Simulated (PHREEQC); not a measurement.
## Phosphoric acid bath: speciation

A solution holds 0.0056 mol/kgw H3PO4, 0.0016 mol/kgw HNO3 and 0.0029 mol/kgw NiSO4, at 25 °C. Closed to the air; pH follows from the charge balance.

The numbers come from PHREEQC with the ion-association model, wateq4f.dat.

No solid was allowed to form.

Task: What pH does the model give?

Result: pH 2.38.

Task: In which forms is Ni present?

Result: Ni+2 87 %, NiSO4 13 % of the Ni.

H3PO4, which wateq4f.dat lacks, is added to it with the constant of phreeqc.dat. The database has no phosphate complexes of Ni.
